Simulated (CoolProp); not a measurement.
Vapour pressure (bar) of sulfur dioxide: the reference equation beside estimates from Tc = 430.6 K, pc = 78.87 bar, ω = 0.256.

Model: reference Helmholtz-energy equation of state, Gao 2016, in CoolProp.

```csv
T (K),reference,Lee-Kesler,van der Waals,Redlich-Kwong,Soave-Redlich-Kwong
238,0.2862,0.2776,4.192,0.6447,0.2823
243.6,0.3895,0.3791,4.834,0.8458,0.3846
249.2,0.5217,0.5094,5.542,1.093,0.5156
254.9,0.6915,0.6776,6.332,1.398,0.6842
260.5,0.8994,0.8841,7.180,1.758,0.8908
266.2,1.160,1.144,8.120,2.193,1.150
271.8,1.471,1.455,9.120,2.696,1.460
277.4,1.845,1.829,10.20,3.279,1.834
283.1,2.298,2.285,11.39,3.965,2.288
288.7,2.825,2.814,12.63,4.737,2.815
294.3,3.441,3.434,13.97,5.613,3.434
300,4.170,4.169,15.43,6.621,4.166
```

Absolute difference from the reference over all 12 rows, mean and median: Lee-Kesler 1.4 and 1.2 %, van der Waals 656.1 and 560.0 %, Redlich-Kwong 88.5 and 86.2 %, Soave-Redlich-Kwong 0.8 and 0.8 %.
